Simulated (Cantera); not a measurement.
Input: 1 mol B, 0.8 mol HCl, 0.82 mol O2, held at 702 °C.

Method: chemical equilibrium by Gibbs-energy minimisation in Cantera with the NASA 1993 tables (ideal gas, pure condensed phases). Candidate condensed phases: B, B2O3, B3O3H3, H2O; 33 gas species. Gases not in the tables: H3BO3. Kinetics and transport are ignored.

x: gas mole fraction; n: condensed amount in mol.

```json
[
 {"P (Pa)": "1000", "x HCl": "0.803", "x Cl2": "0.0748", "x H2O": "0.0751", "x O2": "0.0459", "x (HBO2)3": "…", "n B2O3(l)": "0.500"},
 {"P (Pa)": "2400", "x HCl": "0.784", "x Cl2": "0.0878", "x H2O": "0.0879", "x O2": "0.0399", "x (HBO2)3": "…", "n B2O3(l)": "0.500"},
 {"P (Pa)": "5600", "x HCl": "0.763", "x Cl2": "0.101", "x H2O": "0.101", "x O2": "0.0337", "x (HBO2)3": "…", "n B2O3(l)": "0.500"},
 {"P (Pa)": "13000", "x HCl": "0.741", "x Cl2": "0.116", "x H2O": "0.115", "x O2": "0.0273", "x (HBO2)3": "…", "n B2O3(l)": "0.499"},
 {"P (Pa)": "32000", "x HCl": "0.718", "x Cl2": "0.131", "x H2O": "0.129", "x O2": "0.0204", "x (HBO2)3": "…", "n B2O3(l)": "0.499"},
 {"P (Pa)": "75000", "x HCl": "0.698", "x Cl2": "0.144", "x H2O": "0.142", "x O2": "0.0142", "x (HBO2)3": "…", "n B2O3(l)": "0.498"},
 {"P (Pa)": "180000", "x HCl": "0.680", "x Cl2": "0.156", "x H2O": "0.152", "x O2": "0.00885", "x (HBO2)3": "…", "n B2O3(l)": "0.497"},
 {"P (Pa)": "420000", "x HCl": "0.668", "x Cl2": "0.165", "x H2O": "0.158", "x O2": "0.00493", "x (HBO2)3": "…", "n B2O3(l)": "0.495"},
 {"P (Pa)": "1000000", "x HCl": "0.660", "x Cl2": "0.170", "x H2O": "0.161", "x O2": "0.00239", "x (HBO2)3": "…", "n B2O3(l)": "0.492"}
]
```

### Question
Some entries are withheld; supply them.

### Answer

- 1000, x (HBO2)3: 6.52e-5
- 2400, x (HBO2)3: 0.000128
- 5600, x (HBO2)3: 0.000242
- 13000, x (HBO2)3: 0.000446
- 32000, x (HBO2)3: 0.000835
- 75000, x (HBO2)3: 0.00147
- 180000, x (HBO2)3: 0.00252
- 420000, x (HBO2)3: 0.00410
- 1000000, x (HBO2)3: 0.00645
